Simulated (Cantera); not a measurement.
Feed: 1 mol SiO₂, 0.074 mol C, 8.5 mol N₂, equilibrated at 22.0 Pa.

Method: chemical equilibrium by Gibbs-energy minimisation in Cantera with the NASA 1993 tables (ideal gas, pure condensed phases). Candidate condensed phases: C, Si, SiC, SiO₂, Si₂N₂O, Si₃N₄; 34 gas species. The tables hold silica as quartz up to 1696 K and as liquid above; real silica turns to tridymite and cristobalite and melts near 1996 K. Rates play no part.

Which condensed phases are stable at each of these points (T (K)): 1475, 1575, 1675, 1775, 1875, 1975, 2075, 2175, 2275?


```tsv
T (K)	condensed phases	Si condensed (%)
1475	SiO₂(β-quartz)	92.6
1575	SiO₂(β-quartz)	92.6
1675	SiO₂(β-quartz)	92.4
1775	SiO₂(condensed)	91.5
1875	SiO₂(condensed)	88.1
1975	SiO₂(condensed)	66.2
2075	gas only	0.0
2175	gas only	0.0
2275	gas only	0.0
```

From 1475 K to 1675 K the condensed part is SiO₂(β-quartz). From 1775 K to 1975 K the condensed part is SiO₂(condensed). From 2075 K to 2275 K nothing is condensed.
